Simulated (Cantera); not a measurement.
**Gas-phase reforming**

An isothermal, constant-pressure homogeneous reactor starts with CH4 : CO2 : H2 = 1 : 0.083 : 0.72 (molar parts), at 1875 K and 20.0 bar.

Computed with Cantera and GRI-Mech 3.0 (53 species, 325 reactions). GRI-Mech 3.0 stops at C3 and has no aromatics, soot or wall deposition, so with more carbon than oxygen in the feed, carbon stays in small species such as C2H2 where larger ones or solid carbon would form. The pressure lies above the range GRI-Mech 3.0 was tuned for (to about 10 atm).

| t (s) | x CH4 | x CO2 | x H2 | x CH2 | x HCO | x H2O | x CO |
|---|---|---|---|---|---|---|---|
| 1.00e-6 | 0.552 | 0.0460 | 0.400 | 1.65e-7 | 4.86e-10 | 2.88e-5 | 2.92e-5 |
| 5.34e-6 | 0.543 | 0.0456 | 0.405 | 2.95e-7 | 4.10e-9 | 0.000270 | 0.000277 |
| 2.85e-5 | 0.497 | 0.0431 | 0.434 | 3.10e-7 | 6.04e-9 | 0.00175 | 0.00182 |
| 0.000152 | 0.343 | 0.0313 | 0.535 | 2.19e-7 | 1.13e-8 | 0.00890 | 0.00923 |
| 0.000811 | 0.162 | 0.00676 | 0.645 | 1.32e-7 | 3.37e-8 | 0.0273 | 0.0293 |
| 0.00433 | 0.126 | 0.000392 | 0.669 | 1.13e-7 | 4.76e-8 | 0.0268 | 0.0401 |
| 0.0231 | 0.124 | 0.000200 | 0.683 | 9.99e-8 | 6.64e-8 | 0.00991 | 0.0561 |
| 0.123 | 0.123 | 2.13e-6 | 0.691 | 9.25e-8 | 7.77e-8 | 9.09e-5 | 0.0657 |
| 0.658 | 0.123 | 1.91e-7 | 0.691 | 9.24e-8 | 7.78e-8 | 8.23e-6 | 0.0657 |
| 3.51 | 0.123 | 1.91e-7 | 0.691 | 9.24e-8 | 7.78e-8 | 8.23e-6 | 0.0657 |
| 18.7 | 0.123 | 1.91e-7 | 0.691 | 9.24e-8 | 7.78e-8 | 8.23e-6 | 0.0657 |
| 100 | 0.123 | 1.91e-7 | 0.691 | 9.24e-8 | 7.78e-8 | 8.23e-6 | 0.0657 |
x: mole fraction; the columns are a selection and need not sum to one.

Equilibrium at this temperature and pressure: CH4 0.123, CO2 1.94e-7, H2 0.691, CH2 9.25e-8, HCO 7.78e-8, H2O 8.37e-6, CO 0.0657 (gas phase only).
